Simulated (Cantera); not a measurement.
Cantera run:

```python
import numpy as np
import cantera as ct

gas_names = """
    CL CLO CL2 Fe FeCL FeCL2 FeCL3 FeO Fe(OH)2 Fe2CL4 Fe2CL6 H HCL HOCL HO2 H2 H2O H2O2 O OH O2 O3
""".split()
cond_names = """
    Fe(a) Fe(c) Fe(d) Fe(L) FeCL2(s) FeCL2(L) FeCL3(s) FeCL3(L) FeO(s) FeO(L) Fe(OH)2(s) Fe(OH)3(s)
    Fe2O3(s) Fe3O4(s) H2O(s) H2O(L)
""".split()


# ... load() reads the species with a 1 bar reference pressure and builds the phases ...
atoms = {
    'Fe3O4': {'Fe': 3, 'O': 4},
    'HCl': {'H': 1, 'CL': 1},
    'O2': {'O': 2},
}
top_T = {'Fe2O3(s)': 1830, 'Fe3O4(s)': 1870}  # K; cautious upper limits of use, not melting points


# ... equilibrate(T, P, feed) seeds the gas with the atoms and calls Mixture.equilibrate('TP', solver="vcs", rtol=1e-11, max_steps=5000) ...
results = []
T = 1500  # K
P = 13332.2  # Pa
for m in [0.02, 0.029, 0.043, 0.065, 0.096, 0.14, 0.21, 0.32, 0.47, 0.7, 1]:
    feed = {'Fe3O4': 1, 'HCl': 0.057, 'O2': m}  # mol
    mix = equilibrate(T, P, feed)
    results.append((T, P, feed, dict(zip(mix.species_names, mix.species_moles))))

top = {s: max(r[3][s] / sum(r[3][g] for g in gas_names) for r in results) for s in gas_names}
cols = sorted((s for s in top if top[s] > 1e-06), key=lambda s: -top[s])[:6]
seen = [c for c in cond_names if any(r[3].get(c, 0) > 1e-12 for r in results)]
print("log10 of partial pressures in bar; condensed amounts in mol")
print(f"{'n(O2)':>10s}" + "".join(f"{s[:9]:>10s}" for s in cols + seen))
for T, P, feed, n in results:
    ng = sum(n[g] for g in gas_names)
    print(f"{feed['O2']:10.4g}" + "".join(f"{np.log10(max(n[s] / ng * P / 1e5, 1e-99)):10.3f}" for s in cols)
          + "".join(f"{n.get(c, 0):10.4g}" for c in seen))
```

Output:

```
log10 of partial pressures in bar; condensed amounts in mol
     n(O2)        O2       HCL       H2O     FeCL2        CL       CL2  Fe2O3(s)  Fe3O4(s)
      0.02    -2.275    -1.046    -1.722    -1.831    -2.740    -3.013    0.1095    0.9246
     0.029    -2.275    -1.046    -1.722    -1.831    -2.740    -3.013    0.1635    0.8886
     0.043    -2.275    -1.046    -1.722    -1.831    -2.740    -3.013    0.2475    0.8326
     0.065    -2.275    -1.046    -1.722    -1.831    -2.740    -3.013    0.3795    0.7446
     0.096    -2.275    -1.046    -1.722    -1.831    -2.740    -3.013    0.5655    0.6206
      0.14    -2.275    -1.046    -1.722    -1.831    -2.740    -3.013    0.8295    0.4446
      0.21    -2.275    -1.046    -1.722    -1.831    -2.740    -3.013      1.25    0.1646
      0.32    -1.139    -1.364    -2.086    -2.388    -2.592    -2.717     1.498         0
      0.47    -0.978    -1.706    -2.414    -2.785    -2.730    -2.994     1.498         0
       0.7    -0.929    -1.974    -2.664    -3.083    -2.861    -3.255     1.498         0
         1    -0.909    -2.182    -2.852    -3.314    -2.969    -3.471     1.498         0
```

Equilibrium computed with Cantera from the NASA thermochemical tables; the gas is ideal and each condensed phase is pure. Mutual solubility and eutectic melting of coexisting phases are not modelled.
